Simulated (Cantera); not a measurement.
A Cantera script and what it prints.

```python
import numpy as np
import cantera as ct

gas_names = """
    CL CLO CL2 Fe FeCL FeCL2 FeCL3 FeO Fe2CL4 Fe2CL6 N NO NO2 NO3 N2 N2O O O2 O3
""".split()
cond_names = """
    Fe(a) Fe(c) Fe(d) Fe(L) FeCL2(s) FeCL2(L) FeCL3(s) FeCL3(L) FeO(s) FeO(L) Fe2O3(s) Fe3O4(s)
""".split()


def load(file, names, dense=False):
    # The tables refer to 1 bar. Condensed volumes are neglected.
    table = {s.name: s for s in ct.Species.list_from_file(file)}
    out = []
    for n in names:
        d = dict(table[n].input_data)
        d["thermo"] = dict(d["thermo"], **{"reference-pressure": 1e5})
        if dense:
            d["equation-of-state"] = {"model": "constant-volume", "density": "1e6 g/cm^3"}
        out.append(ct.Species.from_dict(d))
    return out


gas = ct.Solution(thermo="ideal-gas", species=load("nasa_gas.yaml", gas_names))
cond = {s.name: ct.Solution(thermo="fixed-stoichiometry", species=[s], name=s.name)
        for s in load("nasa_condensed.yaml", cond_names, dense=True)}
atoms = {
    'FeCl3': {'Fe': 1, 'CL': 3},
    'O2': {'O': 2},
    'N2': {'N': 2},
}
top_T = {'Fe2O3(s)': 1830, 'Fe3O4(s)': 1870}  # K; cautious upper limits of use, not melting points


def equilibrate(T, P, feed):
    n = {}
    for name, mol in feed.items():
        for a, k in atoms[name].items():
            n[a] = n.get(a, 0.0) + k * mol
    gas.TPX = T, P, n
    mass = sum(n.values()) * gas.mean_molecular_weight
    gas.equilibrate("TP")
    valid = [c for c in cond.values() if c.min_temp <= T <= top_T.get(c.name, c.max_temp)]
    mix = ct.Mixture([(gas, mass / gas.mean_molecular_weight)] + [(c, 0.0) for c in valid])
    mix.T, mix.P = T, P
    mix.equilibrate("TP", solver="vcs", rtol=1e-11, max_steps=5000)
    return mix


results = []
feed = {'FeCl3': 1, 'O2': 0.49, 'N2': 1.8}  # mol
P = 49000  # Pa
for T in [1073, 1098, 1123, 1148, 1173, 1198, 1223, 1248, 1273, 1298, 1323, 1348]:
    mix = equilibrate(T, P, feed)
    results.append((T, P, feed, dict(zip(mix.species_names, mix.species_moles))))
    x = sorted(zip(gas.X, gas.species_names), reverse=True)
    print(f"T = {T:g} K  P = {P:g} Pa  gas = {mix.phase_moles(0):.4g} mol")
    print("   x: " + "  ".join(f"{s} {v:.3e}" for v, s in x if v > 1e-06))
    print("   condensed (mol): " + ("  ".join(f"{mix.phase(i).name} {mix.phase_moles(i):.4g}"
          for i in range(1, mix.n_phases) if mix.phase_moles(i) > 1e-12) or "none"))
```

Result:

```
T = 1073 K  P = 49000 Pa  gas = 3.126 mol
   x: N2 5.758e-01  CL2 3.026e-01  FeCL3 1.087e-01  O2 5.865e-03  Fe2CL6 3.754e-03  FeCL2 2.482e-03  CL 8.451e-04  Fe2CL4 1.070e-05  NO 9.442e-06  CLO 2.340e-06
   condensed (mol): Fe2O3(s) 0.3144
T = 1098 K  P = 49000 Pa  gas = 3.134 mol
   x: N2 5.743e-01  CL2 2.964e-01  FeCL3 1.130e-01  O2 8.707e-03  FeCL2 3.454e-03  Fe2CL6 2.877e-03  CL 1.150e-03  NO 1.451e-05  Fe2CL4 1.441e-05  CLO 3.660e-06
   condensed (mol): Fe2O3(s) 0.3085
T = 1123 K  P = 49000 Pa  gas = 3.143 mol
   x: N2 5.728e-01  CL2 2.886e-01  FeCL3 1.176e-01  O2 1.245e-02  FeCL2 4.769e-03  Fe2CL6 2.247e-03  CL 1.537e-03  NO 2.165e-05  Fe2CL4 1.943e-05  CLO 5.534e-06
   condensed (mol): Fe2O3(s) 0.3006
T = 1148 K  P = 49000 Pa  gas = 3.153 mol
   x: N2 5.710e-01  CL2 2.789e-01  FeCL3 1.226e-01  O2 1.712e-02  FeCL2 6.542e-03  CL 2.022e-03  Fe2CL6 1.788e-03  NO 3.138e-05  Fe2CL4 2.626e-05  CLO 8.091e-06
   condensed (mol): Fe2O3(s) 0.2907
T = 1173 K  P = 49000 Pa  gas = 3.164 mol
   x: N2 5.688e-01  CL2 2.674e-01  FeCL3 1.280e-01  O2 2.269e-02  FeCL2 8.916e-03  CL 2.617e-03  Fe2CL6 1.445e-03  NO 4.423e-05  Fe2CL4 3.555e-05  CLO 1.145e-05
   condensed (mol): Fe2O3(s) 0.2787
T = 1198 K  P = 49000 Pa  gas = 3.178 mol
   x: N2 5.663e-01  CL2 2.545e-01  FeCL3 1.334e-01  O2 2.910e-02  FeCL2 1.206e-02  CL 3.335e-03  Fe2CL6 1.182e-03  NO 6.077e-05  Fe2CL4 4.807e-05  CLO 1.573e-05
   condensed (mol): Fe2O3(s) 0.2649
T = 1223 K  P = 49000 Pa  gas = 3.195 mol
   x: N2 5.634e-01  CL2 2.402e-01  FeCL3 1.386e-01  O2 3.623e-02  FeCL2 1.618e-02  CL 4.189e-03  Fe2CL6 9.724e-04  NO 8.160e-05  Fe2CL4 6.468e-05  CLO 2.102e-05
   condensed (mol): Fe2O3(s) 0.2494
T = 1248 K  P = 49000 Pa  gas = 3.214 mol
   x: N2 5.600e-01  CL2 2.250e-01  FeCL3 1.433e-01  O2 4.397e-02  FeCL2 2.147e-02  CL 5.187e-03  Fe2CL6 8.012e-04  NO 1.073e-04  Fe2CL4 8.628e-05  CLO 2.740e-05
   condensed (mol): Fe2O3(s) 0.2323
T = 1273 K  P = 49000 Pa  gas = 3.237 mol
   x: N2 5.560e-01  CL2 2.092e-01  FeCL3 1.471e-01  O2 5.222e-02  FeCL2 2.817e-02  CL 6.338e-03  Fe2CL6 6.581e-04  NO 1.386e-04  Fe2CL4 1.137e-04  CLO 3.492e-05
   condensed (mol): Fe2O3(s) 0.2138
T = 1298 K  P = 49000 Pa  gas = 3.263 mol
   x: N2 5.515e-01  CL2 1.929e-01  FeCL3 1.497e-01  O2 6.088e-02  FeCL2 3.647e-02  CL 7.645e-03  Fe2CL6 5.365e-04  NO 1.760e-04  Fe2CL4 1.475e-04  CLO 4.358e-05
   condensed (mol): Fe2O3(s) 0.194
T = 1323 K  P = 49000 Pa  gas = 3.294 mol
   x: N2 5.464e-01  CL2 1.764e-01  FeCL3 1.508e-01  O2 6.985e-02  FeCL2 4.657e-02  CL 9.107e-03  Fe2CL6 4.326e-04  NO 2.202e-04  Fe2CL4 1.880e-04  CLO 5.338e-05
   condensed (mol): Fe2O3(s) 0.173
T = 1348 K  P = 49000 Pa  gas = 3.329 mol
   x: N2 5.406e-01  CL2 1.601e-01  FeCL3 1.500e-01  O2 7.905e-02  FeCL2 5.858e-02  CL 1.072e-02  Fe2CL6 3.439e-04  NO 2.719e-04  Fe2CL4 2.348e-04  CLO 6.424e-05  NO2 1.052e-06
   condensed (mol): Fe2O3(s) 0.1509
```

These are equilibrium values from Cantera (NASA tables, ideal gas, pure condensed phases), not measurements of a reactor.
